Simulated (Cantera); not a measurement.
Ignition delay

Mixture: 43.3 % H2, 11.9 % O2, 44.8 % N2, equivalence ratio 1.8, at 5.00 bar, adiabatic and at constant pressure. Ignition delay is the time to a rise of 400 K.

Detailed kinetics in Cantera: GRI-Mech 3.0 (53 species, 325 reactions). The hydrogen kinetics of GRI-Mech 3.0 are dated; newer H2 mechanisms differ, most at raised pressure.

| T0 (K) | delay (ms) |
|---|---|
| 1025 | 4.44 |
| 1125 | 0.166 |
| 1225 | 0.0134 |
| 1325 | 0.00630 |
| 1425 | 0.00393 |
| 1525 | 0.00278 |
| 1625 | 0.00213 |
